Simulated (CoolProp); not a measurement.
Saturation properties of R1336mzz(E).

The numbers come from the reference Helmholtz-energy equation of state, Akasaka 2023 in CoolProp.

```tsv
T (°C)	p (bar)	liquid density (kg/m³)	vapour density (kg/m³)	enthalpy of vaporisation (kJ/kg)	liquid cp (kJ/(kg K))
-61.35	0.01827	1550	0.1706	187.4	1.177
-57.85	0.02425	1542	0.2229	185.7	1.178
-54.35	0.03183	1534	0.2880	183.9	1.180
-50.75	0.04162	1525	0.3708	182.1	1.181
-47.25	0.05346	1517	0.4694	180.4	1.183
-43.75	0.06801	1509	0.5888	178.7	1.184
-40.25	0.08574	1500	0.7320	177.0	1.186
-36.65	0.1078	1491	0.9079	175.2	1.188
-33.15	0.1336	1483	1.110	173.6	1.190
-29.65	0.1643	1474	1.348	171.9	1.192
```

It boils at 7.9 °C under 1 atm.
